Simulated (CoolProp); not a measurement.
Vapour-liquid equilibrium of n-octane (1) + p-xylene (2) at 174.25 °C; x and y are mole fractions of (1).

Values from CoolProp's multi-fluid Helmholtz-energy mixture model, Beckmüller 2019 and Zhou 2012; pair parameters Bell 2016.

```csv
x,bubble pressure (bar),y at the bubble point,dew pressure at overall composition x (bar),liquid density (mol/L)
0.05,2.501,0.076,2.475,6.624
0.2,2.700,0.267,2.630,6.290
0.35,2.859,0.424,2.785,5.983
0.5,2.990,0.564,2.931,5.702
0.65,3.100,0.696,3.063,5.443
0.8,3.193,0.826,3.176,5.205
0.95,3.273,0.956,3.269,4.984
```

No azeotrope shows between x = 0.05 and 0.95.

The pair parameters rest on a limited set of measurements; away from them the model extrapolates.
